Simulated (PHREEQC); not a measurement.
1 kg of water holding 0.055 mol/kgw NaCl and 0.51 mol/kgw CaCl2 is evaporated at 60 °C; the solids stay in contact with the brine. No CO2 enters from the air. Solids allowed: Halite, Portlandite. Others were left out.

All values are PHREEQC results (Pitzer model, pitzer.dat), not measurements.

| water left (kg) | ionic strength | water activity | Halite (mol) | Ca in solution (mol/kgw) |
|---|---|---|---|---|
| 1 | 1.58 | 0.974 | 0 | 0.510 |
| 0.8219 | 1.93 | … | 0 | 0.621 |
| 0.6755 | 2.35 | 0.959 | 0 | 0.755 |
| 0.5552 | 2.85 | … | 0 | 0.919 |
| 0.4563 | 3.47 | … | 0 | 1.12 |
| 0.375 | 4.23 | … | 0 | 1.36 |
| 0.3082 | 5.14 | 0.889 | 0 | 1.65 |
| 0.2533 | 6.26 | 0.855 | 0 | 2.01 |
| 0.2082 | 7.61 | … | 0 | 2.45 |
| 0.1711 | 9.26 | … | 0 | 2.98 |
| 0.1407 | 11.3 | … | 0 | 3.63 |
| 0.1156 | 13.7 | 0.572 | 0 | 4.41 |
| 0.09502 | 16.5 | 0.465 | 0.0151 | 5.37 |

**Question.** Some entries are withheld; supply them.

**Answer.** 
- 0.8219, water activity: 0.967
- 0.5552, water activity: 0.948
- 0.4563, water activity: 0.934
- 0.375, water activity: 0.915
- 0.2082, water activity: 0.809
- 0.1711, water activity: 0.748
- 0.1407, water activity: 0.670

At this temperature some constants are extrapolated from 25 °C, and those without enthalpy data are left unchanged.
